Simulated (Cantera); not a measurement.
A closed system holds: 1 mol Si₃N₄, 11 mol F₂, 32 mol N₂, at 10000 Pa.

Cantera equilibrium calculation (NASA polynomials, part measured and part estimated; ideal gas, pure solids and liquids). Candidate condensed phases: Si, Si₃N₄; 16 gas species. Rates play no part.

log p: log10 of the partial pressure in bar; nothing condenses.

```
T (°C)  log p N₂  log p F  log p F₂  log p SiF₄
------  --------  -------  --------  ----------
602        -1.10    -2.64     -2.03       -2.15
752        -1.11      ___       ___       -2.17
902        -1.13    -1.74     -2.75       -2.19
1052       -1.14    -1.68     -3.47       -2.19
1202       -1.14    -1.67       ___       -2.19
1352       -1.14    -1.67     -4.66       -2.19
1502       -1.14    -1.67     -5.12       -2.19
```

Question: Some entries are withheld; supply them.

Answer: 
- 752, log p F: -2.00
- 752, log p F₂: -2.20
- 1202, log p F₂: -4.12
